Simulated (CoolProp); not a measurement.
Values from CoolProp's reference Helmholtz-energy equation of state, McLinden 2015.

Question: For the fluoroketone C6F12O (FK-5-1-12), give the phase and the cv (kJ/(kg K)), Joule-Thomson coefficient (K/MPa), expansivity (1/kK), fugacity coefficient at 463.3 K and 898 kPa.

Answer: 
- 463.3 K and 898 kPa: gas; cv 1.02, Joule-Thomson coefficient 8.73, expansivity 3.92, fugacity coefficient 0.864
